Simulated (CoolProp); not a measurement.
A single-stage vapour-compression cycle with C3F8 (R218): evaporating at 230.15 K (dew point), condensing at 274.15 K (bubble point), superheat 8 K, subcooling 8 K, compressor efficiency 0.85, no pressure losses. Each further row changes one setting.

Computed with CoolProp (reference Helmholtz-energy equation of state, Lemmon 2006). It is a short technical equation, of lower accuracy than the large ones.

```
case                              cooling COP  pressure ratio  discharge temperature (K)  refrigerating effect (kJ/kg)  volumetric capacity (kJ/m³)
--------------------------------  -----------  --------------  -------------------------  ----------------------------  ---------------------------
as stated                                3.67            5.65                      274.1                          76.8                          575
evaporating temperature 235.15 K         4.38            4.46                      274.6                          80.0                          747
condensing temperature 269.15 K             …            4.79                      270.3                          82.1                          614
subcooling 13 K                             …            5.65                      274.1                          82.1                          614
superheat 18 K                           3.81            5.65                      283.9                          84.0                          600
compressor efficiency 0.75                  …            5.65                      277.4                          76.8                          575
```

### Question
What belongs in the gaps?

### Answer

- condensing temperature 269.15 K, cooling COP: 4.32
- subcooling 13 K, cooling COP: 3.92
- compressor efficiency 0.75, cooling COP: 3.24

The compression ends wet for: as stated; subcooling 13 K.
